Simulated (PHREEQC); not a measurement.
Consider water at 2.9 °C with 130 mmol/kgw HF, 0.23 mmol/kgw NaF, 110 mmol/kgw H2SiF6 and 0.069 mmol/kgw H3PO4. Closed to the air; pH follows from the charge balance.

The numbers come from PHREEQC with the ion-association model, wateq4f.dat.

No solid was allowed to form.

### Question
What pH, ionic strength, activity of water does the model give?

### Answer
pH 0.76; ionic strength 0.331 mol/kgw; activity of water 0.993.

### Question
In which forms is P present?

### Answer
H3PO4 93 %, H2PO4- 7.2 % of the P.

wateq4f.dat counts part of the HF as a dimer, H2F2, which phreeqc.dat doesn't know; its constant is uncertain. H3PO4, which wateq4f.dat lacks, is added to it with the constant of phreeqc.dat. Constants without temperature data keep their 25 °C values here. SiF6-2 is the database's only silicon fluoride.
